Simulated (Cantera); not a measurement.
# Thermodynamics of silicon etching in halogen gases, feed Si + Br2 + N2

Feed: 1 mol Si, 7.8 mol Br2, 8.2 mol N2, at 2.30 mbar.

Equilibrium computed with Cantera from the NASA thermochemical tables; the gas is ideal and each condensed phase is pure. Candidate condensed phases: Br2, Si, Si3N4; 13 gas species. The tables' values for SiBr3, SiBr are old estimates; treat these amounts as uncertain. Rates play no part.

| T (K) | x Br | x N2 | x Br2 | x SiBr4 | x SiBr2 |
|---|---|---|---|---|---|
| 500 | 6.13e-7 | 0.547 | 0.387 | 0.0667 | <1e-12 |
| 600 | 3.00e-5 | 0.547 | 0.387 | 0.0667 | <1e-12 |
| 700 | 0.000485 | 0.547 | 0.386 | 0.0667 | <1e-12 |
| 800 | 0.00392 | 0.546 | 0.384 | 0.0665 | <1e-12 |
| 900 | 0.0197 | 0.541 | 0.373 | 0.0660 | <1e-12 |
| 1000 | 0.0696 | 0.528 | 0.338 | 0.0643 | 1.07e-10 |
| 1100 | 0.179 | 0.498 | 0.262 | 0.0607 | 8.89e-9 |
| 1200 | 0.336 | 0.455 | 0.154 | 0.0554 | 4.63e-7 |
| 1300 | 0.465 | 0.419 | 0.0643 | 0.0510 | 1.97e-5 |
| 1400 | 0.527 | 0.402 | 0.0223 | 0.0473 | 0.000661 |
| 1500 | 0.558 | 0.387 | 0.00800 | 0.0319 | 0.0110 |
| 1600 | 0.585 | 0.367 | 0.00325 | 0.00606 | 0.0347 |
| 1700 | 0.593 | 0.361 | 0.00138 | 0.000580 | 0.0419 |
x: gas mole fraction; nothing condenses.

From 500 K to 1700 K nothing is condensed. The main Si-bearing gas is SiBr4 at 500 K and SiBr2 at 1700 K.
